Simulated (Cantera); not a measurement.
What does this Cantera script print?

```python
import numpy as np
import cantera as ct

gas = ct.Solution("gri30.yaml")


def delay(T, t_max=10):
    gas.TPX = T, 1000000, {'CH3OH': 1.5, 'O2': 1.25, 'N2': 4.7}
    reactor = ct.IdealGasConstPressureReactor(gas, clone=False)
    net = ct.ReactorNet([reactor])
    net.rtol, net.atol = 1e-8, 1e-16
    while net.time < t_max:
        t_old, T_old = net.time, reactor.T
        net.step()
        if reactor.T > T + 400:  # ignition: a rise of 400 K
            return t_old + (T + 400 - T_old) / (reactor.T - T_old) * (net.time - t_old)
    return np.nan


taus = []
for T in [1250, 1350, 1450, 1550, 1650, 1750, 1850, 1950, 2050, 2150]:
    taus.append(delay(T))
    print(f"T0 = {T:6g} K   tau = {taus[-1]:.4e} s")
```

Output:

```
T0 =   1250 K   tau = 5.7968e-04 s
T0 =   1350 K   tau = 1.4022e-04 s
T0 =   1450 K   tau = 4.2779e-05 s
T0 =   1550 K   tau = 1.5914e-05 s
T0 =   1650 K   tau = 6.9586e-06 s
T0 =   1750 K   tau = 3.4484e-06 s
T0 =   1850 K   tau = 1.8841e-06 s
T0 =   1950 K   tau = 1.1168e-06 s
T0 =   2050 K   tau = 7.1205e-07 s
T0 =   2150 K   tau = 4.8630e-07 s
```

Detailed kinetics in Cantera: GRI-Mech 3.0 (53 species, 325 reactions). GRI-Mech 3.0 was tuned for natural gas; its chemistry of methanol as a main component is partial and can be far from experiment.
